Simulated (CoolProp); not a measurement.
Properties of methanol along the isotherm 453.2 K (Tc = 513.4 K, pc = 82.16 bar, ω = 0.565).

Model: reference Helmholtz-energy equation of state, de Reuck 1993, in CoolProp.

| p (bar) | phase | cp (kJ/(kg K)) | cv (kJ/(kg K)) | isothermal compressibility (1/MPa) | expansivity (1/kK) | fugacity coefficient |
|---|---|---|---|---|---|---|
| 2.6 | gas | 1.846 | 1.549 | 3.918 | 2.405 | 0.9827 |
| 4.93 | gas | 1.954 | 1.615 | 2.106 | 2.616 | 0.9669 |
| 9.34 | gas | 2.236 | 1.783 | 1.164 | 3.154 | 0.9363 |
| 17.7 | gas | 3.419 | 2.429 | 0.7085 | 5.250 | 0.8750 |
| 33.6 | liquid | 4.452 | 3.104 | 0.007530 | 3.657 | 0.6506 |
| 63.6 | liquid | 4.294 | 3.068 | 0.006037 | 3.155 | 0.3585 |
| 121 | liquid | 4.103 | 3.021 | 0.004466 | 2.586 | 0.2039 |
| 229 | liquid | 3.899 | 2.967 | 0.003079 | 2.033 | 0.1243 |
| 433 | liquid | 3.701 | 2.907 | 0.002000 | 1.552 | 0.08517 |
| 822 | liquid | 3.519 | 2.837 | 0.001241 | 1.167 | 0.07152 |
